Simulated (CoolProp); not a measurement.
n-dodecane along the isobar 2200 kPa: fugacity coefficient from the reference equation and from simpler models built on Tc = 385.0 °C, pc = 1818 kPa, ω = 0.574; each cubic takes its own stable root.

The numbers come from the reference Helmholtz-energy equation of state, Lemmon 2004 in CoolProp. It is a short technical equation, of lower accuracy than the large ones.

```csv
T (°C),phase,reference
86.95,liquid,0.0005755
108.55,liquid,0.001613
130.25,liquid,0.003940
151.85,liquid,0.008512
173.55,liquid,0.01670
195.25,liquid,0.03011
216.85,liquid,0.05037
238.55,liquid,0.07935
260.25,liquid,0.1184
281.85,liquid,0.1681
303.55,liquid,0.2292
325.15,liquid,0.3006
346.85,liquid,0.3812
```

Problem. How far does each simpler model (van der Waals, Peng-Robinson) lie from the reference over these 13 states: mean and median of the absolute difference, and the worst?

Solution. 
- van der Waals: mean 1546.0 %, median 368.7 %, worst +9277.9 % at 86.95 °C and 2200 kPa
- Peng-Robinson: mean 5.3 %, median 4.5 %, worst +11.7 % at 86.95 °C and 2200 kPa
